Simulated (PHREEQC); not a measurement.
Dissolve 14 mmol/kgw HF, 0.041 mmol/kgw NH4F, 140 mmol/kgw H2SiF6 and 150 mmol/kgw HCl at 25 °C. It is in equilibrium with CO2 at log p = -3.4 (atm). Otherwise closed; pH follows from the charge balance.

Model: ion-association model, wateq4f.dat, run in PHREEQC.

Each row changes one thing in this solution. No solid was allowed to form.

| case | pH | ionic strength (mol/kgw) | HF (mol/kgw) | H2F2 (mol/kgw) | F- (mol/kgw) | HF2- (mol/kgw) |
|---|---|---|---|---|---|---|
| as made | 0.49 | 0.568 | 0.0158 | 0.000744 | 5.93e-5 | 4.10e-6 |
| temperature from 25 to 65 °C | 0.50 | 0.556 | 0.0400 | 0.00101 | 7.38e-5 | 1.47e-5 |
| diluted 2-fold with water | 0.78 | 0.282 | 0.0117 | 0.000381 | 7.34e-5 | 3.52e-6 |
| HF left out | 0.49 | 0.563 | 0.0125 | 0.000464 | 4.71e-5 | 2.57e-6 |
| H2SiF6 left out | 0.92 | 0.150 | 0.0130 | 0.000457 | 0.000101 | 5.24e-6 |
| HF from 0.014 to 0.0028 mol/kgw | 0.49 | 0.565 | 0.0129 | 0.000495 | 4.86e-5 | 2.74e-6 |
| HCl from 0.15 to 0.015 mol/kgw | 0.65 | 0.434 | 0.0153 | 0.000676 | 7.75e-5 | 5.03e-6 |
| H2SiF6 from 0.14 to 0.126 mol/kgw | 0.52 | 0.526 | 0.0156 | 0.000720 | 6.13e-5 | 4.15e-6 |

Some of these states are supersaturated (in Quartz (slow to form), Chalcedony (slow to form), SiO2(a), for instance). Away from 25 °C the constants follow the database's enthalpies or fits; those with neither stay at their 25 °C values. SiF6-2 is the database's only silicon fluoride.
